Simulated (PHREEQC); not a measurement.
A solution holds 0.52 mmol/kgw Ca(HCO3)2, 0.038 mmol/kgw Na2HPO4 and 48 mmol/kgw MgSO4, at 93 °C. Closed to the air; pH follows from the charge balance.

Equilibrium calculation in PHREEQC: ion-association model, wateq4f.dat.

This is a speciation only: nothing precipitates in the calculation.

Q: Order these Mg species by the share of Mg that they hold, largest first: MgOH+, MgSO4, MgHCO3+, Mg+2.

A: MgSO4 (69 %), Mg+2 (30 %), MgHCO3+ (0.24 %), MgOH+ (0.14 %)

Q: Order these Ca species by the share of Ca that they hold, largest first: CaHCO3+, Ca+2, CaSO4, CaCO3.

A: Ca+2 (57 %), CaSO4 (43 %), CaHCO3+ (0.39 %), CaCO3 (0.22 %)

The pH is 7.23 and the ionic strength 0.0596 mol/kgw. Examples of supersaturated solids here: Hydroxyapatite, Magnesite (slow to form). Others may be too. Species that the database lacks are ignored. H3PO4, which wateq4f.dat lacks, is added to it with the constant of phreeqc.dat. Away from 25 °C the constants follow the database's enthalpies or fits; those with neither stay at their 25 °C values.
